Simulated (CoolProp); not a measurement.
Vapour-liquid equilibrium of diethyl ether (1) + acetone (2) at 92.25 °C; x and y are mole fractions of (1).

Values from CoolProp's multi-fluid Helmholtz-energy mixture model, Thol 2014 and Lemmon 2006; pair parameters Bell 2016.

| x | bubble pressure (MPa) | y at the bubble point | dew pressure at overall composition x (MPa) | liquid density (mol/L) |
|---|---|---|---|---|
| 0.05 | 0.3254 | 0.107 | 0.3135 | 11.87 |
| 0.15 | 0.3677 | 0.280 | 0.3351 | 11.38 |
| 0.25 | 0.4065 | 0.413 | 0.3596 | 10.92 |
| 0.35 | 0.4408 | 0.518 | 0.3873 | 10.49 |
| 0.45 | 0.4700 | 0.602 | 0.4182 | 10.09 |
| 0.55 | 0.4942 | 0.674 | 0.4519 | 9.715 |
| 0.65 | 0.5140 | 0.739 | 0.4864 | 9.368 |
| 0.75 | 0.5295 | 0.803 | 0.5170 | 9.049 |
| 0.85 | 0.5406 | 0.871 | 0.5379 | 8.758 |
| 0.95 | 0.5460 | 0.951 | 0.5460 | 8.497 |

No azeotrope shows between x = 0.05 and 0.95.

Pair parameters are fitted to limited data, so mixtures are less certain than the pure fluids.
